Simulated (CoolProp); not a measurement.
The numbers come from the reference Helmholtz-energy equation of state, Thol 2016 in CoolProp.

Q: Give the vapour pressure (MPa), vapour density (kg/m³), liquid cp (kJ/(kg K)) of saturated hexamethyldisiloxane (MM) at 98.05, 103.55 °C.

A: 
```
T (°C)  p (MPa)  vapour density (kg/m³)  liquid cp (kJ/(kg K))
------  -------  ----------------------  ---------------------
98.05    0.0943                    5.28                   2.11
103.55    0.111                    6.15                   2.13
```
